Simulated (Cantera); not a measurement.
Cantera run:

```python
import numpy as np
import cantera as ct

gas_names = """
    B BCL BCL2 BCL3 BH BH2 BH3 BN B2 CL CL2 H HCL H2 N NH NH2 NH3 N2 N2H2 N2H4
""".split()
cond_names = """
    B(b) B(L) BN(s) NH4CL(a) NH4CL(b)
""".split()


# ... load() reads the species with a 1 bar reference pressure and builds the phases ...
atoms = {
    'BN': {'B': 1, 'N': 1},
    'HCl': {'H': 1, 'CL': 1},
    'N2': {'N': 2},
}
top_T = {'BN(s)': 3200}  # K; cautious upper limits of use, not melting points


# ... equilibrate(T, P, feed) seeds the gas with the atoms and calls Mixture.equilibrate('TP', solver="vcs", rtol=1e-11, max_steps=5000) ...
results = []
T = 973.15  # K
P = 133.322  # Pa
for m in [0.71, 2.7, 4.8, 6.8, 8.8, 11, 13, 15, 17, 19, 21]:
    feed = {'BN': 1, 'HCl': 1.1, 'N2': m}  # mol
    mix = equilibrate(T, P, feed)
    results.append((T, P, feed, dict(zip(mix.species_names, mix.species_moles))))
    x = sorted(zip(gas.X, gas.species_names), reverse=True)
    print(f"T = {T:g} K  P = {P:g} Pa  n(N2) = {m:g} mol  gas = {mix.phase_moles(0):.4g} mol")
    print("   x: " + "  ".join(f"{s} {v:.3e}" for v, s in x if v > 0.0001))
    print("   condensed (mol): " + ("  ".join(f"{mix.phase(i).name} {mix.phase_moles(i):.4g}"
          for i in range(1, mix.n_phases) if mix.phase_moles(i) > 1e-12) or "none"))
```

It prints:

```
T = 973.15 K  P = 133.322 Pa  n(N2) = 0.71 mol  gas = 1.81 mol
   x: HCL 6.020e-01  N2 3.932e-01  H2 2.890e-03  BCL3 1.927e-03
   condensed (mol): BN(s) 0.9965
T = 973.15 K  P = 133.322 Pa  n(N2) = 2.7 mol  gas = 3.8 mol
   x: N2 7.109e-01  HCL 2.874e-01  H2 1.057e-03  BCL3 7.047e-04
   condensed (mol): BN(s) 0.9973
T = 973.15 K  P = 133.322 Pa  n(N2) = 4.8 mol  gas = 5.9 mol
   x: N2 8.138e-01  HCL 1.852e-01  H2 6.075e-04  BCL3 4.049e-04
   condensed (mol): BN(s) 0.9976
T = 973.15 K  P = 133.322 Pa  n(N2) = 6.8 mol  gas = 7.9 mol
   x: N2 8.609e-01  HCL 1.384e-01  H2 4.234e-04  BCL3 2.822e-04
   condensed (mol): BN(s) 0.9978
T = 973.15 K  P = 133.322 Pa  n(N2) = 8.8 mol  gas = 9.9 mol
   x: N2 8.890e-01  HCL 1.105e-01  H2 3.210e-04  BCL3 2.140e-04
   condensed (mol): BN(s) 0.9979
T = 973.15 K  P = 133.322 Pa  n(N2) = 11 mol  gas = 12.1 mol
   x: N2 9.092e-01  HCL 9.041e-02  H2 2.513e-04  BCL3 1.675e-04
   condensed (mol): BN(s) 0.998
T = 973.15 K  P = 133.322 Pa  n(N2) = 13 mol  gas = 14.1 mol
   x: N2 9.221e-01  HCL 7.760e-02  H2 2.086e-04  BCL3 1.390e-04
   condensed (mol): BN(s) 0.998
T = 973.15 K  P = 133.322 Pa  n(N2) = 15 mol  gas = 16.1 mol
   x: N2 9.317e-01  HCL 6.797e-02  H2 1.776e-04  BCL3 1.183e-04
   condensed (mol): BN(s) 0.9981
T = 973.15 K  P = 133.322 Pa  n(N2) = 17 mol  gas = 18.1 mol
   x: N2 9.393e-01  HCL 6.047e-02  H2 1.541e-04  BCL3 1.027e-04
   condensed (mol): BN(s) 0.9981
T = 973.15 K  P = 133.322 Pa  n(N2) = 19 mol  gas = 20.1 mol
   x: N2 9.453e-01  HCL 5.445e-02  H2 1.357e-04
   condensed (mol): BN(s) 0.9982
T = 973.15 K  P = 133.322 Pa  n(N2) = 21 mol  gas = 22.1 mol
   x: N2 9.503e-01  HCL 4.953e-02  H2 1.210e-04
   condensed (mol): BN(s) 0.9982
```

Cantera equilibrium calculation (NASA polynomials, part measured and part estimated; ideal gas, pure solids and liquids). Gases not in the tables: BHCl2.
